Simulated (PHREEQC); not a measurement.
A solution holds 1.9 mmol/kgw H3PO4, at 25 °C. Closed to the air; pH follows from the charge balance.

The numbers come from PHREEQC with the ion-association model, phreeqc.dat.

Each row changes one thing in this solution. This is a speciation only: nothing precipitates in the calculation.

```
case                                                 pH  ionic strength (mol/kgw)  H2PO4- (mol/kgw)  H3PO4 (mol/kgw)  HPO4-2 (mol/kgw)
-------------------------------------------------  ----  ------------------------  ----------------  ---------------  ----------------
as made                                            2.82                   0.00157           0.00157         0.000332           7.38e-8
H3PO4 from 0.0019 to 0.0095 mol/kgw                2.29                   0.00557           0.00557          0.00393           8.44e-8
H3PO4 replaced by (NH4)2HPO4 at the same molality  8.03                   0.00530          0.000203         2.59e-10           0.00170
H3PO4 from 0.0019 to 0.00019 mol/kgw               3.74                  0.000185          0.000185          4.89e-6           6.60e-8
temperature from 25 to 80 °C                       2.87                   0.00143           0.00143         0.000475           9.69e-8
temperature from 25 to 70 °C                       2.86                   0.00145           0.00145         0.000451           9.27e-8
diluted 100-fold with water                        4.72                   1.91e-5           1.89e-5          5.23e-8           6.29e-8
H3PO4 replaced by KH2PO4 at the same molality      4.99                   0.00192           0.00188          2.69e-6           1.33e-5
```

Complexes and solids missing from the database can't appear. At this temperature some constants are extrapolated from 25 °C, and those without enthalpy data are left unchanged.
